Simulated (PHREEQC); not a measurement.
Make-up at 20 °C: 23 mmol/kgw FeCl3 and 0.33 mmol/kgw NaHCO3. Closed to the air; pH follows from the charge balance.

Computed with PHREEQC (ion-association model, phreeqc.dat).

Task: The ionic strength comes out as 0.114 mol/kgw. What activity coefficients do Na+, Fe3(OH)4+5, Fe2(OH)2+4, Cl-, FeCl2+ get?

Result: Na+ 0.78, Fe3(OH)4+5 0.0017, Fe2(OH)2+4 0.017, Cl- 0.76, FeCl2+ 0.78.

Precipitation was switched off in this run. Examples of supersaturated solids here: Hematite (slow to form), Goethite (slow to form). Others may be too.
